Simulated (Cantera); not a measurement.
HMDSO + H2O (silicon oxide and oxynitride deposition)

Charge: 1 mol HMDSO, 0.14 mol H2O, equilibrated at 823 K and 1600 Pa.

These are equilibrium values from Cantera (NASA tables, ideal gas, pure condensed phases), not measurements of a reactor. Candidate condensed phases: C, C6H6, C7H8, C8H18, H2O, Si, SiC, SiO2; 123 gas species. The feed counts by its element totals alone. Kinetics and transport are ignored.

```
Quantity                              Value
--------------------------------  ---------
x(H2)                                 0.986
x(CH4)                               0.0145
n(C(graphite))                     4.44 mol
n(SiC(s))                          1.43 mol
n(SiO2(α-quartz))                 0.570 mol
gas amount                        9.009 mol
log10 activity of Si(s) (absent)      -4.23
```
